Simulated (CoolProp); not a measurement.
A simple Rankine cycle with R11: condensing at 318.15 K, boiler at 2.51 MPa, turbine inlet 438.6 K, turbine efficiency 0.6, pump efficiency 0.7, no recuperator. Each further row changes one setting.

Model: reference Helmholtz-energy equation of state, Jacobsen 1992, in CoolProp.

| case | thermal efficiency (%) | net work (kJ/kg) | heat in (kJ/kg) | turbine exit temperature (K) | volume ratio over the turbine |
|---|---|---|---|---|---|
| as stated | 11.9 | 26.3 | 220 | 351.1 | … |
| turbine inlet 458.6 K | 12.2 | 29.2 | … | 375.7 | 13.2 |
| condensing temperature 310.15 K | 12.7 | 29.0 | 228 | 345.8 | 18.0 |
| boiler pressure 1.76 MPa | … | 25.6 | 233 | 372.4 | 8.90 |
| turbine efficiency 0.5 | 9.8 | … | 220 | 358.6 | 14.5 |

Question: Some entries are withheld; supply them.

Answer: 
- as stated, volume ratio over the turbine: 14.2
- turbine inlet 458.6 K, heat in (kJ/kg): 239
- boiler pressure 1.76 MPa, thermal efficiency (%): 11.0
- turbine efficiency 0.5, net work (kJ/kg): 21.5
